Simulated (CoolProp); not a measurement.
n-undecane along the isobar 101 kPa: fugacity coefficient from the reference equation and from simpler models built on Tc = 638.8 K, pc = 1990 kPa, ω = 0.539; each cubic takes its own stable root.

Model: reference Helmholtz-energy equation of state, Aleksandrov 2011, in CoolProp. It is a short technical equation, of lower accuracy than the large ones.

| T (K) | phase | reference |
|---|---|---|
| 376.8 | liquid | 0.05115 |
| 382.4 | liquid | 0.06447 |
| 388 | liquid | 0.08056 |
| 393.6 | liquid | 0.09984 |
| 399.1 | liquid | 0.1223 |
| 404.7 | liquid | 0.1493 |
| 410.3 | liquid | 0.1809 |
| 415.8 | liquid | 0.2169 |
| 421.4 | liquid | 0.2593 |
| 427 | liquid | 0.3081 |

How far does each simpler model (van der Waals, Redlich-Kwong, Soave-Redlich-Kwong, Peng-Robinson) lie from the reference over these 10 states: mean and median of the absolute difference, and the worst?


- van der Waals: mean 754.5 %, median 611.0 %, worst +1755.7 % at 376.8 K and 101 kPa
- Redlich-Kwong: mean 373.1 %, median 365.1 %, worst +545.7 % at 376.8 K and 101 kPa
- Soave-Redlich-Kwong: mean 1.6 %, median 1.6 %, worst -3.2 % at 376.8 K and 101 kPa
- Peng-Robinson: mean 2.6 %, median 2.5 %, worst +3.3 % at 376.8 K and 101 kPa

At some of these states van der Waals, Redlich-Kwong gives the other phase, because its saturation line lies elsewhere.
